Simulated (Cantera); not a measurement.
## Thermodynamics of iron carbonyl, mercury and lead vapours, feed Pb + CO + N2

A closed system holds: 1 mol Pb, 3.7 mol CO, 0.26 mol N2, at 0.0240 bar.

Cantera equilibrium calculation (NASA polynomials, part measured and part estimated; ideal gas, pure solids and liquids). Candidate condensed phases: C, Pb, PbO, PbO2, Pb3O4; 27 gas species. The numbers say what is thermodynamically allowed, not how fast it happens.

```csv
T (K),x CO,x CO2,x N2,x Pb,x Pb2,n C(graphite),n Pb(l)
800,0.442,0.462,0.0960,2.56e-6,<1e-12,1.25,1.000
825,0.566,0.346,0.0884,5.98e-6,<1e-12,1.02,1.000
850,0.680,0.239,0.0813,1.33e-5,2.93e-12,0.764,1.000
875,0.771,0.153,0.0757,2.81e-5,1.03e-11,0.527,1.000
900,0.835,0.0934,0.0718,5.70e-5,3.38e-11,0.338,1.000
925,0.875,0.0553,0.0693,0.000111,1.04e-10,0.207,1.000
950,0.900,0.0325,0.0678,0.000210,3.00e-10,0.125,0.999
975,0.913,0.0192,0.0669,0.000382,8.20e-10,0.0748,0.999
1000,0.921,0.0116,0.0664,0.000675,2.13e-9,0.0453,0.997
1025,0.926,0.00708,0.0660,0.00116,5.25e-9,0.0279,0.995
1050,0.928,0.00442,0.0658,0.00194,1.24e-8,0.0174,0.992
1075,0.928,0.00281,0.0656,0.00316,2.82e-8,0.0111,0.987
```
x: gas mole fraction; n: condensed amount in mol.

From 800 K to 1075 K the condensed part is C(graphite) + Pb(l). The main Pb-bearing gas is Pb throughout.
